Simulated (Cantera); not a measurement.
A perfectly stirred reactor is fed with NO : N2 = 1 : 6.3 (molar parts), at 2600 Pa; it is held at 2025 K, and followed from long to short residence time.

Cantera simulation using GRI-Mech 3.0 (53 species, 325 reactions); the numbers are that mechanism's predictions, not measurements. Radical loss at walls, strong at low pressure, is not modelled.

Q: What does this change do: 0.011 parts H2O added?

A: 
| quantity | before | after |
|---|---|---|
| x(NO) at τ = 8.80 s | 0.0812 | 0.0778 |
| x(O2) at τ = 8.80 s | 0.0274 | 0.0289 |
| x(NO2) at τ = 8.80 s | 7.80e-6 | 7.65e-6 |
| x(N2O) at τ = 8.80 s | 2.39e-6 | 1.73e-6 |
| x(N2) at τ = 8.80 s | 0.890 | 0.891 |
| x(NO) at τ = 0.130 s | 0.137 | 0.136 |
| x(O2) at τ = 0.130 s | 0.000118 | 0.000245 |
| x(NO2) at τ = 0.130 s | 1.76e-6 | 1.93e-6 |
| x(N2O) at τ = 0.130 s | 7.74e-6 | 5.46e-6 |
| x(N2) at τ = 0.130 s | 0.863 | 0.862 |
